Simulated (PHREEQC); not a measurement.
Make-up at 4.9 °C: 180 mmol/kgw HBr, 20 mmol/kgw NaCl and 0.76 mmol/kgw MnSO4. Closed to the air; pH follows from the charge balance.

Model: ion-association model, phreeqc.dat, run in PHREEQC.

```
Quantity                     Result
--------------------  -------------
pH                             0.84
ionic strength        0.202 mol/kgw
activity of water             0.993
specific conductance    36600 µS/cm
density                 1.011 g/cm³
total alkalinity        -180 meq/kg
```

| species | molality | activity | log γ |
|---|---|---|---|
| Br- | 0.180 | 0.126 | -0.154 |
| H+ | 0.179 | 0.144 | -0.096 |
| Na+ | 0.0200 | 0.0151 | -0.123 |
| Cl- | 0.0200 | 0.0144 | -0.142 |
| Mn+2 | 0.000739 | 0.000249 | -0.473 |
| HSO4- | 0.000596 | 0.000449 | -0.123 |
| SO4-2 | 0.000159 | 4.78e-5 | -0.521 |
| MnCl+ | 1.96e-5 | 1.46e-5 | -0.128 |
| NaSO4- | 4.19e-6 | 3.15e-6 | -0.124 |
| MnSO4 | 1.34e-6 | 1.40e-6 | 0.020 |
| MnCl2 | 8.78e-8 | 9.19e-8 | 0.020 |

This is a speciation only: nothing precipitates in the calculation. Species that the database lacks are ignored. At this temperature some constants are extrapolated from 25 °C, and those without enthalpy data are left unchanged.
